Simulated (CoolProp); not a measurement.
Vapour-liquid equilibrium of toluene (1) + m-xylene (2) at 0.716 MPa; x and y are mole fractions of (1).

Model: multi-fluid Helmholtz-energy mixture model, Lemmon 2006 and Zhou 2012; pair parameters Bell 2016, in CoolProp.

```tsv
x	bubble temperature (°C)	y at the bubble point	dew temperature at overall composition x (°C)	liquid density (mol/L)
0.05	228.4	(withheld)	229.2	6.200
0.2	222.1	0.290	224.9	6.380
0.35	216.3	0.471	220.3	6.560
0.5	211.0	(withheld)	215.3	6.741
0.65	206.3	0.750	210.0	6.924
0.8	202.2	0.863	204.5	7.112
0.95	(withheld)	0.966	199.1	7.309
```

Question: Some entries are withheld; supply them.

Answer: 
- 0.05, y at the bubble point: 0.078
- 0.5, y at the bubble point: 0.622
- 0.95, bubble temperature (°C): 198.5

No azeotrope shows between x = 0.05 and 0.95.

The pair parameters rest on a limited set of measurements; away from them the model extrapolates.
